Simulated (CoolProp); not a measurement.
Model: reference Helmholtz-energy equation of state, Lemmon 2003, in CoolProp. It is a pseudo-pure fit of the blend.

For R407C, give the phase and the density (kg/m³), cp (kJ/(kg K)), cv (kJ/(kg K)), conductivity (mW/(m K)) at 293.5 K and 4.13 MPa.


- 293.5 K and 4.13 MPa: liquid; density 1180, cp 1.46, cv 0.899, conductivity 88.7

Thermal conductivity comes from a separate model (Geller 2001).
